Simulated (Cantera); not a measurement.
A perfectly stirred reactor is fed with 37.0 % NH3, 63.0 % H2, at 30.0 Torr; it is held at 1800 K, and followed from long to short residence time.

Model: the gas-phase N/H chemistry of the illustrative SiF4/NH3 mechanism in the Surface Chemkin manual (1991), integrated in Cantera. Walls and surfaces, which speed up NH3 decomposition in real reactors, are not modelled.

x: mole fraction; the columns are a selection and need not sum to one.

| τ (s) | x NH3 | x H2 | x NH2 | x H | x N |
|---|---|---|---|---|---|
| 2.2 | 0.268 | 0.694 | 0.000221 | 0.000214 | 1.95e-7 |
| 1.0 | 0.315 | 0.665 | 0.000245 | 0.000194 | 1.91e-7 |
| 0.48 | 0.341 | 0.648 | 0.000258 | 0.000183 | 1.87e-7 |
| 0.23 | 0.356 | 0.638 | 0.000262 | 0.000176 | 1.80e-7 |
| 0.11 | 0.364 | 0.634 | 0.000259 | 0.000169 | 1.67e-7 |
| 0.050 | 0.368 | 0.631 | 0.000245 | 0.000158 | … |
| 0.024 | 0.369 | 0.630 | 0.000216 | 0.000138 | … |
| 0.011 | 0.370 | 0.630 | 0.000156 | 9.92e-5 | … |
| 0.0052 | 0.370 | 0.630 | 8.62e-5 | 5.48e-5 | … |
| 0.0025 | 0.370 | 0.630 | 4.25e-5 | 2.70e-5 | 7.66e-10 |
| 0.0012 | 0.370 | 0.630 | 2.05e-5 | 1.30e-5 | 8.56e-11 |

Q: Complete the blanks.

A: 
- 0.050, x N: 1.40e-7
- 0.024, x N: 9.56e-8
- 0.011, x N: 3.65e-8
- 0.0052, x N: 6.32e-9
